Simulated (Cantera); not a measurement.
# Transport properties of process gases

Gas mixture: 81.0 % CO2, 19.0 % N2, at 100.0 Torr, frozen composition.

Cantera's kinetic-theory transport with the Lennard-Jones parameters of GRI-Mech 3.0, ideal gas; thermal conductivity in the mixture-averaged form.

```
T (K)  ρ (kg/m³)  cp (J/kg/K)  μ (µPa s)  λ (mW/m/K)     Pr  D (cm²/s) CH4  D (cm²/s) O  D (cm²/s) H2
-----  ---------  -----------  ---------  ----------  -----  -------------  -----------  ------------
400        0.164        952.1       20.2        26.6  0.722           2.32         3.36          8.54
500        0.131         1020       24.4        34.3  0.724           3.47         4.97          12.5
600        0.109         1076       28.2        41.8  0.726           4.78         6.81          17.0
700       0.0938         1123       31.7        49.0  0.727           6.26         8.86          22.0
800       0.0821         1162       35.1        56.0  0.728           7.87         11.1          27.6
900       0.0730         1196       38.2        62.6  0.729           9.63         13.5          33.6
1000      0.0657         1226       41.2        69.1  0.731           11.5         16.2          40.0
```
D: mixture-averaged diffusion coefficient of that species in the mixture.
